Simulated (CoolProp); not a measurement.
A simple Rankine cycle with isobutene: condensing at 327.15 K, boiler at 2.16 MPa, turbine inlet 387 K, turbine efficiency 0.8, pump efficiency 0.7, no recuperator. Each further row changes one setting.

Model: reference Helmholtz-energy equation of state, Lemmon 2005, in CoolProp. It is a short technical equation, of lower accuracy than the large ones.

```json
[
 {"case": "as stated", "thermal efficiency (%)": "?", "net work (kJ/kg)": "35.2", "heat in (kJ/kg)": "390", "turbine exit temperature (K)": "343.0", "volume ratio over the turbine": "3.66"},
 {"case": "turbine inlet 407 K", "thermal efficiency (%)": "9.1", "net work (kJ/kg)": "40.2", "heat in (kJ/kg)": "?", "turbine exit temperature (K)": "366.8", "volume ratio over the turbine": "3.47"},
 {"case": "condensing temperature 319.15 K", "thermal efficiency (%)": "?", "net work (kJ/kg)": "42.1", "heat in (kJ/kg)": "410", "turbine exit temperature (K)": "?", "volume ratio over the turbine": "4.50"},
 {"case": "boiler pressure 1.51 MPa", "thermal efficiency (%)": "6.7", "net work (kJ/kg)": "?", "heat in (kJ/kg)": "417", "turbine exit temperature (K)": "?", "volume ratio over the turbine": "2.33"},
 {"case": "turbine efficiency 0.7", "thermal efficiency (%)": "7.8", "net work (kJ/kg)": "30.3", "heat in (kJ/kg)": "390", "turbine exit temperature (K)": "345.5", "volume ratio over the turbine": "3.70"}
]
```

Q: Fill in the missing entries.

A: 
- as stated, thermal efficiency (%): 9.0
- turbine inlet 407 K, heat in (kJ/kg): 442
- condensing temperature 319.15 K, thermal efficiency (%): 10.3
- condensing temperature 319.15 K, turbine exit temperature (K): 337.0
- boiler pressure 1.51 MPa, net work (kJ/kg): 28.0
- boiler pressure 1.51 MPa, turbine exit temperature (K): 360.4
